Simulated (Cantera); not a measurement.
Charge: 1 mol C6H6, 0.036 mol NH3, 17 mol N2, held at 1175 K and 11.0 bar.

Cantera equilibrium calculation (NASA polynomials, part measured and part estimated; ideal gas, pure solids and liquids). Candidate condensed phases: C, C6H6, C7H8, C8H18; 92 gas species. The numbers say what is thermodynamically allowed, not how fast it happens.

Base state: N2 0.852, H2 0.144, CH4 0.00436, NH3 0.000119, HCN 1.97e-5 (mole fractions); condensed: C(graphite).

Q: What changes in the equilibrium state with this change: temperature from 1175 K to 2898 K?

A: 
| species | before | after |
|---|---|---|
| N2 | 0.852 | 0.813 |
| H2 | 0.144 | 0.111 |
| HCN | 1.97e-5 | 0.0500 |
| H | 1.40e-8 | 0.0115 |
| C2H2 (acetylene) | 9.17e-9 | 0.00507 |
| C2N2 | <1e-9 | 0.000494 |
| CN | <1e-9 | 0.000483 |
| C(graphite), mol | 5.91 | 4.57 |
